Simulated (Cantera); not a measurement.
An isothermal, constant-pressure homogeneous reactor starts with 0.256 % CH4, 98.5 % H2, 1.28 % CO2, at 2825 K and 0.0197 atm.

Detailed kinetics in Cantera: GRI-Mech 3.0 (53 species, 325 reactions). Radical loss at walls, strong at low pressure, is not modelled.

One state of this run: x CH4 = <1e-12; x H2 = 0.614; x CO2 = 1.94e-5; x C2H6 = <1e-12; x C2H4 = <1e-12; x CH2O = 1.06e-10. x: mole fraction; the columns are a selection and need not sum to one.

Question: Which value of t (s) does it belong to?
(A) 0.154
(B) 0.0442
(C) 0.00104
(D) 0.00364

Answer: A, 0.154
